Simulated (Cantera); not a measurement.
A perfectly stirred reactor is fed with CH₂O : O₂ : N₂ = 0.026 : 0.0044 : 1 (molar parts), equivalence ratio 5.9, at 2780 Torr; it is held at 1350 K, and followed from long to short residence time.

Detailed kinetics in Cantera: GRI-Mech 3.0 (53 species, 325 reactions).

Q: What does this change do: pressure from 2780 Torr to 435 Torr?

A: 
```csv
quantity,before,after
x(CH₂O) at τ = 29.0 s,1.78e-7,1.59e-7
x(O₂) at τ = 29.0 s,1.18e-6,1.29e-6
x(OH) at τ = 29.0 s,3.56e-8,2.54e-7
x(CO) at τ = 29.0 s,0.0217,0.0217
x(H) at τ = 29.0 s,7.93e-6,5.65e-5
x(CH₂O) at τ = 89.0 ms,4.74e-6,6.28e-6
x(O₂) at τ = 89.0 ms,3.19e-5,5.04e-5
x(OH) at τ = 89.0 ms,4.95e-7,2.49e-6
x(CO) at τ = 89.0 ms,0.0220,0.0221
x(H) at τ = 89.0 ms,9.65e-5,0.000464
```
